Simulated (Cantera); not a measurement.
Feed: 1 mol n-butane, 0.5 mol O2, held at 3.40 bar.

Method: chemical equilibrium by Gibbs-energy minimisation in Cantera with the NASA 1993 tables (ideal gas, pure condensed phases). Candidate condensed phases: C, C6H6, C7H8, C8H18, H2O; 110 gas species. Rates play no part. All values below are at 998 K.

Base state: H2 0.663, CH4 0.146, CO 0.0909, H2O 0.0836, CO2 0.0166 (mole fractions); condensed: C(graphite).

What changes in the equilibrium state with this change: O2 from 0.5 to 0.016 mol?


```json
[
 {"species": "H2", "before": "0.663", "after": "0.787"},
 {"species": "CH4", "before": "0.146", "after": "0.205"},
 {"species": "H2O", "before": "0.0836", "after": "0.00399"},
 {"species": "CO", "before": "0.0909", "after": "0.00365"},
 {"species": "CO2", "before": "0.0166", "after": "2.68e-5"},
 {"species": "C(graphite), mol", "before": "2.78", "after": "3.13"}
]
```
